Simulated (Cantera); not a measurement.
An isothermal, constant-pressure homogeneous reactor starts with NH₃ : H₂ = 1 : 7.5 (molar parts), at 1725 K and 36.8 Torr.

Detailed kinetics in Cantera: the gas-phase N/H chemistry of the illustrative SiF4/NH3 mechanism in the Surface Chemkin manual (1991). Walls and surfaces, which speed up NH3 decomposition in real reactors, are not modelled.

Q: Predict: x(NH₃) at 20.0 s; x(H₂) at 20.0 s; x(N₂) at 20.0 s; x(NH) at 20.0 s; x(H) at 20.0 s.

A: 
| Item | Result |
|---|---|
| x(NH₃) at 20.0 s | 0.0469 (gas-phase equilibrium 3.52e-7) |
| x(H₂) at 20.0 s | 0.921 (gas-phase equilibrium 0.947) |
| x(N₂) at 20.0 s | 0.0316 (gas-phase equilibrium 0.0526) |
| x(NH) at 20.0 s | 7.83e-7 (gas-phase equilibrium 3.81e-11) |
| x(H) at 20.0 s | 0.000315 (gas-phase equilibrium 0.000822) |
